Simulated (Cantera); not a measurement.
# Catalytic combustion on Pt

An isothermal plug-flow reactor at 573 K and 120000 Pa (inlet), inlet velocity 0.52 m/s, active area per volume 1100 1/m; feed CO : O₂ : N₂ : H₂O = 0.0047 : 0.017 : 0.79 : 0.016 (molar parts), equivalence ratio 0.14.

Model: Deutschmann's 1995 Pt surface mechanism with GRI-Mech 3.0 gas chemistry, integrated in Cantera. Catalytic surfaces can have several steady states; this one follows from the mechanism file's or the stated starting coverage. Mass transfer to the wall is taken as infinitely fast.

```csv
z (m),x CO,x O₂,x H₂O,x CO₂,θ free Pt,θ O*,θ CO*
0.00021,0.00567,0.0205,0.0193,5.14e-6,0.00558,0.00406,0.990
0.00036,0.00567,0.0205,0.0193,8.82e-6,0.00559,0.00406,0.990
0.00065,0.00566,0.0205,0.0193,1.59e-5,0.00559,0.00407,0.990
0.0012,0.00565,0.0205,0.0193,2.95e-5,0.00560,0.00408,0.990
0.0021,0.00563,0.0205,0.0193,5.17e-5,0.00561,0.00409,0.990
0.0036,0.00559,0.0205,0.0193,8.89e-5,0.00564,0.00413,0.990
0.0065,0.00552,0.0205,0.0193,0.000162,0.00568,0.00419,0.990
0.012,0.00538,0.0204,0.0193,0.000303,0.00578,0.00431,0.989
0.021,0.00514,0.0203,0.0193,0.000543,0.00595,0.00455,0.989
```
x: gas mole fraction; θ: surface coverage.
